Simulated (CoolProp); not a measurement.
Aqueous ethanol as a coolant, 16 % by mass, freezing at -8.1 °C, 1 atm.

The numbers come from the Melinder's fits for secondary coolants in CoolProp.

| T (°C) | conductivity (W/(m K)) | density (kg/m³) | viscosity (mPa s) | cp (kJ/(kg K)) |
|---|---|---|---|---|
| -3.8 | 0.465 | 979.8 | 5.51 | 4.421 |
| 0.4 | 0.470 | 979.3 | 4.39 | 4.407 |
| 4.7 | 0.474 | 978.5 | 3.54 | 4.391 |
| 8.9 | 0.479 | 977.5 | 2.93 | 4.375 |
| 13.2 | 0.483 | 976.4 | 2.46 | 4.359 |
| 17.4 | 0.488 | 975.0 | 2.10 | 4.345 |
| 21.7 | 0.492 | 973.5 | 1.81 | 4.332 |
| 25.9 | 0.497 | 971.8 | 1.58 | 4.321 |
| 30.2 | 0.501 | 970.0 | 1.39 | 4.313 |
